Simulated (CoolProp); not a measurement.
Vapour pressure (bar) of fluorine: the reference equation beside estimates from Tc = 144.4 K, pc = 52.40 bar, ω = 0.045. Clausius-Clapeyron is anchored at 118.8 K with a constant enthalpy of vaporisation of 4.940 kJ/mol.

Model: reference Helmholtz-energy equation of state, de Reuck 1990, in CoolProp.

```json
[
 {"T (K)": "107.6", "reference": "7.555", "Lee-Kesler": "7.634", "Clausius-Clapeyron": "9.073", "Redlich-Kwong": "7.595", "Peng-Robinson": "7.643"},
 {"T (K)": "111.3", "reference": "9.683", "Lee-Kesler": "9.770", "Clausius-Clapeyron": "10.90", "Redlich-Kwong": "9.822", "Peng-Robinson": "9.783"},
 {"T (K)": "115.1", "reference": "12.29", "Lee-Kesler": "12.38", "Clausius-Clapeyron": "13.00", "Redlich-Kwong": "12.55", "Peng-Robinson": "12.40"},
 {"T (K)": "118.8", "reference": "15.27", "Lee-Kesler": "15.36", "Clausius-Clapeyron": "15.27", "Redlich-Kwong": "15.66", "Peng-Robinson": "15.41"},
 {"T (K)": "122.6", "reference": "18.84", "Lee-Kesler": "18.93", "Clausius-Clapeyron": "17.83", "Redlich-Kwong": "19.37", "Peng-Robinson": "19.02"},
 {"T (K)": "126.3", "reference": "22.87", "Lee-Kesler": "22.94", "Clausius-Clapeyron": "20.55", "Redlich-Kwong": "23.52", "Peng-Robinson": "23.08"},
 {"T (K)": "130.1", "reference": "27.61", "Lee-Kesler": "27.67", "Clausius-Clapeyron": "23.58", "Redlich-Kwong": "28.35", "Peng-Robinson": "27.86"},
 {"T (K)": "133.8", "reference": "32.88", "Lee-Kesler": "32.93", "Clausius-Clapeyron": "26.75", "Redlich-Kwong": "33.66", "Peng-Robinson": "33.17"}
]
```

Absolute difference from the reference over all 8 rows, mean and median: Lee-Kesler 0.6 and 0.5 %, Clausius-Clapeyron 10.9 and 11.4 %, Redlich-Kwong 2.2 and 2.5 %, Peng-Robinson 1.0 and 0.9 %.
